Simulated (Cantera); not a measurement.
Charge: 1 mol CaCO3, 0.022 mol C, 1.5 mol O2, at 800 K and 0.0980 bar.

These are equilibrium values from Cantera (NASA tables, ideal gas, pure condensed phases), not measurements of a reactor. Candidate condensed phases: C, Ca, CaCO3, CaO; 15 gas species. The numbers say what is thermodynamically allowed, not how fast it happens.

Base state: O2 0.985, CO2 0.0147 (mole fractions); condensed: CaCO3(calcite).

**Question.** What changes in the equilibrium state with this change: temperature from 800 K to 1448 K?

**Answer.** 
```tsv
species	before	after
O2	0.985	0.591
CO2	0.0147	0.409
CaCO3(calcite), mol	1.00	0
CaO(s), mol	0	1.00
```
